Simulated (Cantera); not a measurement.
An adiabatic, constant-pressure homogeneous reactor starts with 21.7 % H2, 7.75 % O2, 70.5 % N2, at 1523 K and 0.400 bar.

Detailed kinetics in Cantera: GRI-Mech 3.0 (53 species, 325 reactions).

Problem. Predict: time of steepest temperature rise; temperature at 2.00 s; equilibrium temperature; x(H2) at 2.00 s; x(O2) at 2.00 s; x(N2O) at 2.00 s; x(OH) at 2.00 s; x(NO) at 2.00 s; x(H) at 2.00 s; x(HO2) at 2.00 s.

Solution. 
```
Quantity                                                              Result
---------------------------------  -----------------------------------------
time of steepest temperature rise                                    52.6 µs
temperature at 2.00 s                                                 2496 K
equilibrium temperature                                               2496 K
x(H2) at 2.00 s                        0.0667 (gas-phase equilibrium 0.0667)
x(O2) at 2.00 s                    0.000488 (gas-phase equilibrium 0.000488)
x(N2O) at 2.00 s                     3.72e-8 (gas-phase equilibrium 3.72e-8)
x(OH) at 2.00 s                      0.00497 (gas-phase equilibrium 0.00497)
x(NO) at 2.00 s                      0.00108 (gas-phase equilibrium 0.00108)
x(H) at 2.00 s                         0.0101 (gas-phase equilibrium 0.0101)
x(HO2) at 2.00 s                     1.50e-7 (gas-phase equilibrium 1.50e-7)
```
